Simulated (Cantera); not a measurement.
What does this Cantera script print?

```python
import numpy as np
import cantera as ct

gas = ct.Solution("gri30.yaml")
gas.TPX = 650, 500000, {'CH4': 1, 'C2H6': 0.048, 'O2': 1.81, 'N2': 6.79, 'CO2': 0.71}
inlet = ct.Reservoir(gas, clone=True)
gas.equilibrate("HP")  # start burning
reactor = ct.IdealGasConstPressureReactor(gas, energy="on", clone=False)
exhaust = ct.Reservoir(gas, clone=True)
tau = [0.13, 0.05, 0.019, 0.0075, 0.0029, 0.0011, 0.00044, 0.00017, 6.7e-05][0]
for a, b in ((inlet, reactor), (reactor, exhaust)):
    ct.MassFlowController(a, b, mdot=lambda t: reactor.mass / tau)
net = ct.ReactorNet([reactor])
show = ['CH4', 'C2H6', 'O2', 'NO2', 'OH']

rows = []
print(f"{'tau/s':>10s}{'T/K':>9s}" + "".join(f"{s:>11s}" for s in show))
for tau in [0.13, 0.05, 0.019, 0.0075, 0.0029, 0.0011, 0.00044, 0.00017, 6.7e-05]:
    net.initial_time = 0.0
    net.advance(30 * tau)
    before = gas.X
    net.advance(40 * tau)
    drift = np.max(np.abs(gas.X - before) / (gas.X + 1e-9))
    rows.append([gas.T, *gas[show].X, drift])
    print(f"{tau:10.3e}{gas.T:9.1f}" + "".join(f"{x:11.3e}" for x in gas[show].X))
```

Result:

```
     tau/s      T/K        CH4       C2H6         O2        NO2         OH
 1.300e-01   2238.6  6.074e-06  6.829e-09  1.185e-04  1.286e-08  8.237e-04
 5.000e-02   2236.2  1.189e-05  1.718e-08  1.879e-04  1.579e-08  9.579e-04
 1.900e-02   2231.6  2.087e-05  4.268e-08  3.307e-04  2.080e-08  1.192e-03
 7.500e-03   2224.3  3.352e-05  9.965e-08  5.930e-04  2.791e-08  1.537e-03
 2.900e-03   2212.3  5.409e-05  2.315e-07  1.083e-03  3.708e-08  2.021e-03
 1.100e-03   2193.2  9.225e-05  5.395e-07  1.969e-03  4.651e-08  2.631e-03
 4.400e-04   2166.6  1.648e-04  1.207e-06  3.381e-03  5.217e-08  3.244e-03
 1.700e-04   2127.1  3.389e-04  2.924e-06  5.848e-03  5.093e-08  3.720e-03
 6.700e-05   2066.7  8.965e-04  8.697e-06  1.078e-02  3.966e-08  3.455e-03
```

Computed with Cantera and GRI-Mech 3.0 (53 species, 325 reactions).
